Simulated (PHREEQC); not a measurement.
Solution (32 °C): 0.21 mol/kgw HCl. Closed to the air; pH follows from the charge balance.

All values are PHREEQC results (ion-association model, wateq4f.dat), not measurements.

Precipitation was switched off in this run.

### Question
Predict the pH, activity of water.

### Answer
pH 0.78; activity of water 0.993.
